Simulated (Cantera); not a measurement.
A freely propagating, adiabatic, planar premixed flame of CH₄ : H₂ : O₂ : N₂ : H₂O = 1 : 0.98 : 2.26 : 8.51 : 0.43 (molar parts), equivalence ratio 1.1, unburnt at 600 K and 105 Torr; mixture-averaged transport, grid criteria slope 0.08 and curve 0.16, no radiation.

Detailed kinetics in Cantera: GRI-Mech 3.0 (53 species, 325 reactions). Burning velocities carry a grid error of a few per cent, more on coarse grids.

**Question.** How do the results move with these cheaper or finer settings: unity-Lewis-number transport; multicomponent transport; multicomponent+Soret transport; grid criteria slope 0.5, curve 1; grid criteria slope 0.25, curve 0.5; grid criteria slope 0.03, curve 0.06?

**Answer.** 
```
setting                               laminar burning velocity  thermal thickness  peak x(HO₂)  peak x(HCN)  grid points
------------------------------------  ------------------------  -----------------  -----------  -----------  -----------
as above                                              270 cm/s            1.71 mm     0.000117      2.47e-6          166
unity-Lewis-number transport                          176 cm/s            2.01 mm      8.55e-5      2.12e-6          144
multicomponent transport                              269 cm/s            1.73 mm     0.000116      2.49e-6          166
multicomponent+Soret transport                        265 cm/s            1.70 mm     0.000117      2.39e-6          166
grid criteria slope 0.5, curve 1                      302 cm/s            1.99 mm     0.000115      2.34e-6           53
grid criteria slope 0.25, curve 0.5                   283 cm/s            1.81 mm     0.000116      2.42e-6           81
grid criteria slope 0.03, curve 0.06                  268 cm/s            1.69 mm     0.000117      2.49e-6          415
```
The base run took very roughly 100 core-seconds.
Unity Lewis numbers drop preferential diffusion, which matters most where H2 and H carry the flame; Soret adds thermal diffusion.
